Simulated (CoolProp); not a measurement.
A simple Rankine cycle with R236FA: condensing at 314.15 K, boiler at 2.12 MPa, turbine inlet 392.5 K, turbine efficiency 0.85, pump efficiency 0.6, no recuperator. Each further row changes one setting.

The numbers come from the reference Helmholtz-energy equation of state, Pan 2012 in CoolProp.

```json
[
 {"case": "as stated", "thermal efficiency (%)": "10.4", "net work (kJ/kg)": "19.5", "heat in (kJ/kg)": "187", "turbine exit temperature (K)": "347.8", "volume ratio over the turbine": "___"},
 {"case": "condensing temperature 306.15 K", "thermal efficiency (%)": "11.6", "net work (kJ/kg)": "22.9", "heat in (kJ/kg)": "197", "turbine exit temperature (K)": "342.5", "volume ratio over the turbine": "7.09"},
 {"case": "boiler pressure 1.48 MPa", "thermal efficiency (%)": "8.5", "net work (kJ/kg)": "16.8", "heat in (kJ/kg)": "198", "turbine exit temperature (K)": "362.1", "volume ratio over the turbine": "___"},
 {"case": "turbine efficiency 0.75", "thermal efficiency (%)": "9.1", "net work (kJ/kg)": "16.9", "heat in (kJ/kg)": "187", "turbine exit temperature (K)": "___", "volume ratio over the turbine": "5.60"}
]
```

### Question
Complete the blanks.

### Answer

- as stated, volume ratio over the turbine: 5.54
- boiler pressure 1.48 MPa, volume ratio over the turbine: 3.50
- turbine efficiency 0.75, turbine exit temperature (K): 350.4
